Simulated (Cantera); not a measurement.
A freely propagating, adiabatic, planar premixed flame of 19.7 % H2, 13.5 % O2, 50.8 % N2, 16.0 % H2O, equivalence ratio 0.73, unburnt at 350 K and 0.560 bar; multicomponent+Soret transport, grid criteria slope 0.08 and curve 0.16, no radiation.

Detailed kinetics in Cantera: the H2/O2 subset of GRI-Mech 3.0, which has no nitrogen chemistry. Burning velocities carry a grid error of a few per cent, more on coarse grids.

x: mole fraction of selected species; z is measured from the peak of heat release.

```csv
z (mm),T (K),u (m/s),x H2,x O2,x H2O,x H,x O,x H2O2
-2.29,350,0.820,0.197,0.135,0.160,<1e-8,<1e-8,<1e-8
-1.53,350,0.818,0.194,0.135,0.160,<1e-8,<1e-8,…
-1.15,351,0.815,0.189,0.136,0.161,<1e-8,<1e-8,…
-0.764,357,0.815,0.174,0.139,0.165,<1e-8,2.70e-8,…
-0.382,467,1.02,0.125,0.142,0.182,3.79e-6,2.64e-6,5.77e-5
-0.191,747,1.60,0.0927,0.129,0.219,0.000602,0.000108,6.11e-5
0,1073,2.28,0.0580,0.101,0.275,0.00392,0.00108,…
0.191,1297,2.76,0.0301,0.0741,0.323,0.00718,0.00264,…
0.382,1427,3.04,0.0168,0.0595,0.348,0.00720,0.00319,…
0.764,1555,3.30,0.00960,0.0510,0.364,0.00443,0.00262,…
1.53,1651,3.49,0.00549,0.0475,0.375,0.00171,0.00145,…
3.06,1707,3.60,0.00242,0.0458,0.382,0.000458,0.000610,…
6.11,1732,3.65,0.000837,0.0454,0.385,9.04e-5,0.000209,…
```

**Question.** Some entries are withheld; supply them.

**Answer.** 
- -1.53, x H2O2: 2.57e-8
- -1.15, x H2O2: 1.42e-7
- -0.764, x H2O2: 2.34e-6
- 0, x H2O2: 1.50e-5
- 0.191, x H2O2: 5.37e-6
- 0.382, x H2O2: 3.56e-6
- 0.764, x H2O2: 1.79e-6
- 1.53, x H2O2: 8.50e-7
- 3.06, x H2O2: 4.26e-7
- 6.11, x H2O2: 2.05e-7
